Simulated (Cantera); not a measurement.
Roasting and sulfation: MgO + H2S + H2O

Input: 1 mol MgO, 0.14 mol H2S, 0.51 mol H2O, equilibrated at 3.80 bar.

Equilibrium computed with Cantera from the NASA thermochemical tables; the gas is ideal and each condensed phase is pure. Candidate condensed phases: H2O, H2SO4, Mg, MgO, Mg(OH)2, MgS, MgSO4, S; 26 gas species. Gases not in the tables: S3 to S7. Rates play no part.

From 923 K to 1198 K the condensed part is MgO(s).

```
T (K)  log p H2O  log p H2S  log p H2  log p S2  log p SO2  log p S2O  log p SH  log p SO  n MgO(s)
-----  ---------  ---------  --------  --------  ---------  ---------  --------  --------  --------
923         0.47      -0.10     -1.59     -2.07      -2.54      -4.04     -5.24     -6.50      1.00
948         0.47      -0.10     -1.50     -1.98      -2.47      -3.94     -5.04     -6.26      1.00
973         0.47      -0.11     -1.42     -1.89      -2.40      -3.85     -4.85     -6.03      1.00
998         0.47      -0.11     -1.34     -1.81      -2.33      -3.76     -4.67     -5.81      1.00
1023        0.47      -0.11     -1.27     -1.74      -2.27      -3.68     -4.50     -5.61      1.00
1048        0.47      -0.12     -1.20     -1.66      -2.21      -3.60     -4.34     -5.41      1.00
1073        0.47      -0.12     -1.14     -1.60      -2.15      -3.52     -4.19     -5.22      1.00
1098        0.47      -0.13     -1.08     -1.53      -2.10      -3.45     -4.04     -5.04      1.00
1123        0.47      -0.14     -1.02     -1.47      -2.04      -3.38     -3.90     -4.87      1.00
1148        0.47      -0.14     -0.96     -1.42      -1.99      -3.32     -3.77     -4.71      1.00
1173        0.46      -0.15     -0.91     -1.36      -1.94      -3.25     -3.65     -4.55      1.00
1198        0.46      -0.16     -0.86     -1.31      -1.89      -3.20     -3.53     -4.40      1.00
```
log p: log10 of the partial pressure in bar; n: condensed amount in mol.
